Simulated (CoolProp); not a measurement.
Vapour-liquid equilibrium of R1234yf (1) + isobutane (2) at 1 MPa; x and y are mole fractions of (1).

Computed with CoolProp (multi-fluid Helmholtz-energy mixture model, Lemmon 2022 and Bücker 2006; pair parameters Bell 2016).

```tsv
x	bubble temperature, mixture model (K)	bubble temperature, Raoult's law (K)	y, mixture model	y, Raoult's law
0.05	333.9	337.4	0.134	0.090
0.15	326.3	333.8	0.316	0.250
0.25	321.5	330.5	0.432	0.387
0.35	318.3	327.5	0.516	0.505
0.45	316.1	324.7	0.584	0.608
0.55	314.5	322.1	0.647	0.699
0.65	313.3	319.7	0.710	0.780
0.75	312.5	317.5	0.777	0.851
0.85	312.1	315.4	0.855	0.916
0.95	312.2	313.4	0.947	0.973
```

The largest gap from Raoult's law is -9.2 K in bubble temperature, at x = 0.35. y crosses x between x = 0.85 and 0.95: the model has an azeotrope there.

The pair parameters rest on a limited set of measurements; away from them the model extrapolates.
